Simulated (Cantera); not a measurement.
A Cantera script and its output.

```python
import numpy as np
import cantera as ct

gas = ct.Solution("gri30.yaml")
gas.TP = 300, 68000
flame = ct.CounterflowDiffusionFlame(gas, width=0.02)
flame.fuel_inlet.X, flame.fuel_inlet.T = {'CH4': 1, 'N2': 1.4}, 350
flame.oxidizer_inlet.X, flame.oxidizer_inlet.T = {'O2': 0.24, 'N2': 0.76}, 548
flame.set_refine_criteria(ratio=3, slope=0.12, curve=0.24, prune=0.03)
show = ['OH', 'H', 'NO', 'CO', 'C2H2']

rows = []
print(f"{'mdot':>8s}{'a_max':>10s}{'a_mean':>10s}{'Tmax/K':>9s}" + "".join(f"{s:>11s}" for s in show) + "   (peak mole fractions)")
for i, mdot in enumerate([0.17, 0.24, 0.34, 0.49, 0.7, 0.99, 1.4, 2, 2.9, 4.1]):  # kg/m2/s on the oxidiser side
    flame.oxidizer_inlet.mdot, flame.fuel_inlet.mdot = mdot, 1.2 * mdot
    flame.solve(loglevel=0, auto=(i == 0))
    if flame.T.max() < max(350, 548) + 100:
        print(f"{mdot:8.3g}  no burning solution found from the previous one")
        break
    dT = np.abs(np.gradient(flame.T, flame.grid))
    rows.append([flame.strain_rate("max"), flame.strain_rate("mean"), flame.T.max(),
                 *(flame.X[gas.species_index(s)].max() for s in show), max(dT[0], dT[-1]) / dT.max()])
    print(f"{mdot:8.3g}{rows[-1][0]:10.1f}{rows[-1][1]:10.1f}{rows[-1][2]:9.1f}" + "".join(f"{x:11.3e}" for x in rows[-1][3:-1]))
```

Result:

```
    mdot     a_max    a_mean   Tmax/K         OH          H         NO         CO       C2H2   (peak mole fractions)
    0.17     181.3      38.6   2051.7  7.899e-03  4.300e-03  2.459e-04  4.976e-02  7.453e-03
    0.24     247.3      54.5   2037.6  7.887e-03  4.512e-03  2.223e-04  4.952e-02  7.151e-03
    0.34     339.5      77.2   2020.5  7.786e-03  4.695e-03  1.941e-04  4.929e-02  6.779e-03
    0.49     474.6     111.3   2000.2  7.604e-03  4.845e-03  1.615e-04  4.913e-02  6.276e-03
     0.7     660.2     159.0   1978.1  7.351e-03  4.935e-03  1.283e-04  4.914e-02  5.670e-03
    0.99     911.8     224.9   1952.7  6.999e-03  4.929e-03  9.557e-05  4.929e-02  4.932e-03
     1.4    1259.2     318.0   1918.8  6.452e-03  4.743e-03  6.325e-05  4.955e-02  3.965e-03
       2    1750.4     454.3   1863.6  5.492e-03  4.162e-03  3.135e-05  4.974e-02  2.619e-03
     2.9  no burning solution found from the previous one
```

Computed with Cantera and GRI-Mech 3.0 (53 species, 325 reactions). GRI-Mech 3.0 has no aromatics or soot, which form on the fuel side of real flames. The maximum strain rate includes the flame's own expansion and is several times the mean. A flux with no burning solution from the previous one only brackets extinction.
